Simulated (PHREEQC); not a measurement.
Dissolve 0.0018 mol/kgw H3BO3, 8.8e-05 mol/kgw K2HPO4 and 0.0027 mol/kgw KCl at 25 °C. Closed to the air; pH follows from the charge balance.

Computed with PHREEQC (ion-association model, wateq4f.dat).

Precipitation was switched off in this run.

### Question
Order these P species by the share of P that they hold, largest first: H2PO4-, KHPO4-, HPO4-2.

### Answer
HPO4-2 (66 %), H2PO4- (33 %), KHPO4- (0.29 %)

The pH is 7.43 and the ionic strength 0.00293 mol/kgw. Complexes and solids missing from the database can't appear. H3PO4, which wateq4f.dat lacks, is added to it with the constant of phreeqc.dat.
